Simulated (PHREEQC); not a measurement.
Dissolve 0.0038 mol/kgw H2SO4 and 0.017 mol/kgw MnSO4 at 23 °C. Closed to the air; pH follows from the charge balance.

Equilibrium calculation in PHREEQC: Pitzer model, pitzer.dat.

Q: The ionic strength comes out as 0.0741 mol/kgw. What activity coefficients do HSO4-, H+, SO4-2, Mn+2 get?

A: HSO4- 0.75, H+ 0.80, SO4-2 0.31, Mn+2 0.34. Single-ion values are on the MacInnes scale.

This is a speciation only: nothing precipitates in the calculation. Complexes and solids missing from the database can't appear.
